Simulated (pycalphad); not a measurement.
CALPHAD calculation (pycalphad, COST 507 light-alloy database (1999)), 1 atm. These are 1990s assessments: newer ones move some temperatures and phases. Amounts are mole fractions of atoms. Kinetics are ignored, which matters at the lower temperatures.

Give the equilibrium state of Ti-4.407C (wt.%) at 737 °C.


```
T = 1010.00 K, P = 101325 Pa, N = 1 mol of atoms
G = -74827 J/mol, H = -15433 J/mol, S = 58.81 J/(mol K)  (SER reference)
chemical potentials (J/mol): Ti -45512, C -234397
phase             fraction      x(Ti)       x(C)
HCP_A3              0.5731     0.9915     0.0085
FCC_A1              0.4269     0.6479     0.3521
```

Give the equilibrium state of Ti-4.407C (wt.%) at 1417 °C.

bcc, fraction 0.553, with 0.45 C wt.%; fcc, fraction 0.447, with 10.8 C wt.%.

FCC_A1 is fcc; HCP_A3 is hcp. The fcc model also describes the rock-salt carbide or nitride (TiC, TiN, HfC).
